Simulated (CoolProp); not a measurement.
Values from CoolProp's reference Helmholtz-energy equation of state, Zhou 2014.

### Question
Give the vapour pressure (kPa), liquid density (kg/m³), enthalpy of vaporisation (kJ/kg), liquid cp (kJ/(kg K)) of saturated cyclohexane at 418.4, 426.9 K.

### Answer
```tsv
T (K)	p (kPa)	liquid density (kg/m³)	enthalpy of vaporisation (kJ/kg)	liquid cp (kJ/(kg K))
418.4	502	649	307	2.48
426.9	596	639	300	2.53
```
